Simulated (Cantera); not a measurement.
An isothermal, constant-pressure homogeneous reactor starts with H2 : O2 : N2 = 0.1 : 1 : 3.4 (molar parts), equivalence ratio 0.050, at 1100 K and 1.88 Torr.

Detailed kinetics in Cantera: the H2/O2 subset of GRI-Mech 3.0, which has no nitrogen chemistry. Radical loss at walls, strong at low pressure, is not modelled.

### Question
Predict: x(H2) at 4.00 s; x(O2) at 4.00 s; x(OH) at 4.00 s; x(H) at 4.00 s; x(O) at 4.00 s; x(H2O2) at 4.00 s; x(H2O) at 4.00 s.

### Answer
* **x(H2) at 4.00 s**: 0.000168 (gas-phase equilibrium 1.29e-9)
* **x(O2) at 4.00 s**: 0.212 (gas-phase equilibrium 0.213)
* **x(OH) at 4.00 s**: 0.000519 (gas-phase equilibrium 1.45e-6)
* **x(H) at 4.00 s**: 0.000889 (gas-phase equilibrium 1.87e-11)
* **x(O) at 4.00 s**: 0.00307 (gas-phase equilibrium 2.32e-8)
* **x(H2O2) at 4.00 s**: 5.99e-9 (gas-phase equilibrium 4.69e-12)
* **x(H2O) at 4.00 s**: 0.0215 (gas-phase equilibrium 0.0225)
